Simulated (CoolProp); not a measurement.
Aqueous magnesium chloride as a coolant, at 10 °C, 1 atm.

The numbers come from the Melinder's fits for secondary coolants in CoolProp.

| mass % | freezing point (°C) | cp (kJ/(kg K)) | density (kg/m³) | viscosity (mPa s) | Prandtl number |
|---|---|---|---|---|---|
| 5.3 | -3.2 | 3.865 | 1045 | 1.60 | ___ |
| 7.9 | -5.6 | 3.712 | 1068 | 1.78 | 11.7 |
| 10.6 | -9.1 | 3.558 | 1092 | 2.08 | 13.3 |
| 13.2 | -13.4 | 3.416 | 1115 | 2.43 | 15.1 |
| 15.8 | -18.4 | 3.281 | 1139 | 2.75 | 16.6 |
| 18.5 | -24.6 | 3.151 | ___ | ___ | 18.4 |
| 21.1 | -32.2 | 3.033 | 1190 | ___ | ___ |

Problem. What belongs in the gaps?

Solution. 
- 5.3, Prandtl number: 10.8
- 18.5, density (kg/m³): 1164
- 18.5, viscosity (mPa s): 3.13
- 21.1, viscosity (mPa s): 4.11
- 21.1, Prandtl number: 23.7
